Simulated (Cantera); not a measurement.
A freely propagating, adiabatic, planar premixed flame of CH₄ : O₂ : N₂ = 1 : 2.06 : 7.75 (molar parts), unburnt at 600 K and 203 Torr; mixture-averaged transport, grid criteria slope 0.08 and curve 0.16, no radiation.

Detailed kinetics in Cantera: GRI-Mech 3.0 (53 species, 325 reactions). Burning velocities carry a grid error of a few per cent, more on coarse grids.

Question: What does this change do: 0.95 parts H2O added?

Answer: 
```csv
quantity,before,after
laminar burning velocity,169 cm/s,139 cm/s
thermal thickness,1.03 mm,1.22 mm
peak x(CH₃),0.00345,0.00280
peak x(HCO),9.50e-5,6.31e-5
peak x(HO₂),0.000168,0.000134
```

Question: What does this change do: inlet temperature 600 to 300 K?

Answer: 
| quantity | before | after |
|---|---|---|
| laminar burning velocity | 169 cm/s | 53.7 cm/s |
| thermal thickness | 1.03 mm | 1.28 mm |
| peak x(CH₃) | 0.00345 | 0.00229 |
| peak x(HCO) | 9.50e-5 | 6.02e-5 |
| peak x(HO₂) | 0.000168 | 0.000127 |
